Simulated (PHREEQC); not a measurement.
A solution holds 0.0015 mol TMAH and 0.0073 mol K3PO4 per kg of water, at 25 °C. Closed to the air; pH follows from the charge balance.

The numbers come from PHREEQC with the ion-association model, wateq4f.dat.

Question: The ionic strength comes out as 0.0356 mol/kgw. What activity coefficients do HPO4-2, OH-, KHPO4-, PO4-3, K+ get?

Answer: HPO4-2 0.51, OH- 0.83, KHPO4- 0.85, PO4-3 0.22, K+ 0.83.

This is a speciation only: nothing precipitates in the calculation. (CH3)4N+ isn't in the database: it is added as a free cation with an ion size of 4 Å. H3PO4, which wateq4f.dat lacks, is added to it with the constant of phreeqc.dat.
